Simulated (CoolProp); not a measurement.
Values from CoolProp's reference Helmholtz-energy equation of state, Penoncello 2003.

Task: Give the vapour pressure (MPa), liquid density (kg/m³), vapour Z, liquid conductivity (mW/(m K)) of saturated CHF3 (R23) at -40.75, -21.25 °C.

Result: 
```tsv
T (°C)	p (MPa)	liquid density (kg/m³)	vapour Z	liquid conductivity (mW/(m K))
-40.75	0.687	1270	0.854	105
-21.25	1.34	1170	0.773	92.6
```

Thermal conductivity comes from a separate model (Shan 2000).
